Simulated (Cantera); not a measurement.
Charge: 1 mol Al(CH3)3, 320 mol NH3, 1.4 mol N2, 0.74 mol O2, at 10000 Pa.

Method: chemical equilibrium by Gibbs-energy minimisation in Cantera with the NASA 1993 tables (ideal gas, pure condensed phases). Candidate condensed phases: Al, AlN, Al2O3, C, C6H6, C7H8, C8H18, H2O; 148 gas species. The feed counts by its element totals alone. Mutual solubility and eutectic melting of coexisting phases are not modelled. Kinetics and transport are ignored.

x: gas mole fraction; n: condensed amount in mol.

```tsv
T (K)	x H2	x N2	x CH4	x CO	n AlN(s)	n Al2O3(s)	n C(graphite)
848	0.744	0.251	0.00467	3.42e-9	0.0133	0.493	0
873	0.744	0.251	0.00467	1.26e-8	0.0133	0.493	0
898	0.744	0.251	0.00467	4.34e-8	0.0134	0.493	0
923	0.744	0.251	0.00467	1.40e-7	0.0134	0.493	0
948	0.744	0.251	0.00467	4.22e-7	0.0135	0.493	0
973	0.744	0.251	0.00466	1.20e-6	0.0139	0.493	0
998	0.744	0.251	0.00466	3.26e-6	0.0148	0.493	0
1023	0.745	0.251	0.00416	7.51e-6	0.0166	0.492	0.316
1048	0.746	0.251	…	…	…	0.490	…
1073	0.747	0.250	…	…	…	0.488	…
1098	0.748	0.250	0.00204	4.85e-5	0.0343	0.483	1.65
1123	0.748	0.250	0.00164	8.54e-5	0.0502	0.475	1.88
1148	0.748	0.250	0.00133	0.000147	0.0766	0.462	2.03
1173	0.749	0.250	0.00109	0.000246	0.119	0.440	2.12
```

Question: Fill in the missing entries.

Answer: 
- 1073, x CH4: 0.00256
- 1073, x CO: 2.68e-5
- 1073, n AlN(s): 0.0250
- 1073, n C(graphite): 1.33
- 1048, x CH4: 0.00325
- 1048, x CO: 1.44e-5
- 1048, n AlN(s): 0.0196
- 1048, n C(graphite): 0.896
